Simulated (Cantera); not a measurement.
A freely propagating, adiabatic, planar premixed flame of H2 : O2 : N2 = 1 : 0.617 : 2.47 (molar parts), equivalence ratio 0.81, unburnt at 575 K and 9.87 atm; mixture-averaged transport, grid criteria slope 0.08 and curve 0.16, no radiation.

Detailed kinetics in Cantera: the H2/O2 subset of GRI-Mech 3.0, which has no nitrogen chemistry. The hydrogen kinetics of GRI-Mech 3.0 are dated; newer H2 mechanisms differ, most at raised pressure. Burning velocities carry a grid error of a few per cent, more on coarse grids.

x: mole fraction of selected species; z is measured from the peak of heat release.

```json
[
 {"z (mm)": "-0.0828", "T (K)": "575", "u (m/s)": "3.01", "x H2": "0.244", "x O2": "0.151", "x H2O2": "<1e-8", "x OH": "<1e-8", "x H": "<1e-8", "x H2O": "1.34e-6"},
 {"z (mm)": "-0.0552", "T (K)": "576", "u (m/s)": "3.01", "x H2": "0.242", "x O2": "0.151", "x H2O2": "5.90e-8", "x OH": "<1e-8", "x H": "<1e-8", "x H2O": "1.86e-5"},
 {"z (mm)": "-0.0414", "T (K)": "577", "u (m/s)": "3.00", "x H2": "0.239", "x O2": "0.152", "x H2O2": "3.33e-7", "x OH": "<1e-8", "x H": "<1e-8", "x H2O": "8.87e-5"},
 {"z (mm)": "-0.0276", "T (K)": "588", "u (m/s)": "3.02", "x H2": "0.226", "x O2": "0.154", "x H2O2": "4.59e-6", "x OH": "<1e-8", "x H": "<1e-8", "x H2O": "0.000884"},
 {"z (mm)": "-0.0138", "T (K)": "736", "u (m/s)": "3.60", "x H2": "0.179", "x O2": "0.156", "x H2O2": "0.000111", "x OH": "4.29e-5", "x H": "[?]", "x H2O": "0.0174"},
 {"z (mm)": "-0.00690", "T (K)": "1075", "u (m/s)": "5.11", "x H2": "0.130", "x O2": "0.140", "x H2O2": "0.000190", "x OH": "0.000782", "x H": "[?]", "x H2O": "0.0646"},
 {"z (mm)": "0", "T (K)": "1488", "u (m/s)": "6.97", "x H2": "0.0766", "x O2": "0.104", "x H2O2": "3.08e-5", "x OH": "0.00302", "x H": "[?]", "x H2O": "0.137"},
 {"z (mm)": "0.00690", "T (K)": "1771", "u (m/s)": "8.26", "x H2": "0.0398", "x O2": "0.0713", "x H2O2": "5.78e-6", "x OH": "0.00697", "x H": "0.00828", "x H2O": "0.193"},
 {"z (mm)": "0.0138", "T (K)": "1934", "u (m/s)": "9.00", "x H2": "0.0226", "x O2": "0.0536", "x H2O2": "3.93e-6", "x OH": "0.0102", "x H": "0.00776", "x H2O": "0.222"},
 {"z (mm)": "0.0276", "T (K)": "2095", "u (m/s)": "9.71", "x H2": "0.0121", "x O2": "0.0428", "x H2O2": "2.59e-6", "x OH": "0.0118", "x H": "[?]", "x H2O": "0.242"},
 {"z (mm)": "0.0552", "T (K)": "2212", "u (m/s)": "10.2", "x H2": "0.00651", "x O2": "0.0389", "x H2O2": "1.68e-6", "x OH": "0.00997", "x H": "[?]", "x H2O": "0.255"},
 {"z (mm)": "0.110", "T (K)": "2278", "u (m/s)": "10.5", "x H2": "0.00296", "x O2": "0.0375", "x H2O2": "1.09e-6", "x OH": "0.00715", "x H": "[?]", "x H2O": "0.262"},
 {"z (mm)": "0.221", "T (K)": "2304", "u (m/s)": "10.6", "x H2": "0.00142", "x O2": "0.0372", "x H2O2": "8.16e-7", "x OH": "0.00526", "x H": "[?]", "x H2O": "0.266"}
]
```

Q: What belongs in the gaps?

A: 
- -0.0138, x H: 3.07e-5
- -0.00690, x H: 0.00114
- 0, x H: 0.00533
- 0.0276, x H: 0.00457
- 0.0552, x H: 0.00172
- 0.110, x H: 0.000500
- 0.221, x H: 0.000171
